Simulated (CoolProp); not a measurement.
Vapour-liquid equilibrium of R114 (1) + benzene (2) at 0.155 MPa; x and y are mole fractions of (1).

Values from CoolProp's multi-fluid Helmholtz-energy mixture model, Platzer 1990 and Thol 2012; pair parameters Bell 2016. This equation is an older, rougher fit; its heat capacities, sound speeds and derivatives of the liquid may be far off and weren't checked against measurements.

| x | bubble temperature (°C) | y at the bubble point | dew temperature at overall composition x (°C) | liquid density (mol/L) |
|---|---|---|---|---|
| 0.05 | 69.7 | 0.539 | ___ | 10.40 |
| 0.2 | 39.6 | 0.862 | 86.9 | 10.38 |
| 0.35 | 30.5 | 0.914 | 80.2 | 10.08 |
| 0.5 | 26.2 | 0.936 | ___ | 9.737 |
| 0.65 | 23.0 | 0.952 | 62.0 | 9.393 |
| 0.8 | 19.9 | 0.969 | ___ | 9.069 |
| 0.95 | 16.5 | 0.991 | 23.4 | 8.773 |

Complete the blanks.


- 0.05, dew temperature at overall composition x (°C): 92.7
- 0.5, dew temperature at overall composition x (°C): 72.1
- 0.8, dew temperature at overall composition x (°C): 47.9

No azeotrope shows between x = 0.05 and 0.95.

Pair parameters are fitted to limited data, so mixtures are less certain than the pure fluids. With so large a gap from Raoult's law the liquid may split in two, which this calculation doesn't test in full.
